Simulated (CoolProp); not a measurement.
R507A along the isotherm 500 K: fugacity coefficient from the reference equation and from simpler models built on Tc = 343.8 K, pc = 3.705 MPa, ω = 0.286; each cubic takes its own stable root.

The numbers come from the reference Helmholtz-energy equation of state, Lemmon 2003 in CoolProp. It is a pseudo-pure fit of the blend.

```json
[
 {"p (MPa)": "2.32", "phase": "gas", "reference": "0.9462"},
 {"p (MPa)": "4.63", "phase": "supercritical", "reference": "0.8973"},
 {"p (MPa)": "6.95", "phase": "supercritical", "reference": "0.8531"},
 {"p (MPa)": "9.26", "phase": "supercritical", "reference": "0.8144"},
 {"p (MPa)": "11.6", "phase": "supercritical", "reference": "0.7809"},
 {"p (MPa)": "13.9", "phase": "supercritical", "reference": "0.7535"},
 {"p (MPa)": "16.2", "phase": "supercritical", "reference": "0.7315"},
 {"p (MPa)": "18.5", "phase": "supercritical", "reference": "0.7142"}
]
```

How far does each simpler model (van der Waals, Soave-Redlich-Kwong, Peng-Robinson) lie from the reference over these 8 states: mean and median of the absolute difference, and the worst?


- van der Waals: mean 7.8 %, median 9.0 %, worst -11.3 % at 500 K and 16.2 MPa
- Soave-Redlich-Kwong: mean 5.9 %, median 5.8 %, worst +11.1 % at 500 K and 18.5 MPa
- Peng-Robinson: mean 0.9 %, median 0.5 %, worst +2.3 % at 500 K and 18.5 MPa
